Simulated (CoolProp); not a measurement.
Vapour-liquid equilibrium of R143a (1) + R236FA (2) at -48.45 °C; x and y are mole fractions of (1).

Model: multi-fluid Helmholtz-energy mixture model, Lemmon and Jacobsen 2000 and Pan 2012; pair parameters Bell 2016, in CoolProp.

```tsv
x	bubble pressure, mixture model (MPa)	bubble pressure, Raoult's law (MPa)	y, mixture model	y, Raoult's law
0.05	[?]	0.01292	[?]	0.370
0.15	[?]	0.02163	0.637	0.663
0.25	0.02844	0.03033	0.771	0.788
0.35	0.03694	0.03904	0.847	0.857
0.45	0.04568	0.04775	0.895	0.901
0.55	0.05459	0.05646	[?]	0.932
0.65	0.06362	0.06517	0.952	0.954
0.75	0.07274	0.07388	0.970	0.971
0.85	[?]	0.08258	0.984	0.984
0.95	[?]	0.09129	0.995	0.995
```

Problem. What belongs in the gaps?

Solution. 
- 0.05, bubble pressure, mixture model (MPa): 0.01236
- 0.05, y, mixture model: 0.339
- 0.15, bubble pressure, mixture model (MPa): 0.02023
- 0.55, y, mixture model: 0.928
- 0.85, bubble pressure, mixture model (MPa): 0.08189
- 0.95, bubble pressure, mixture model (MPa): 0.09106

The largest gap from Raoult's law is -6.5 % in bubble pressure, at x = 0.15. No azeotrope shows between x = 0.05 and 0.95.

Pair parameters are fitted to limited data, so mixtures are less certain than the pure fluids.
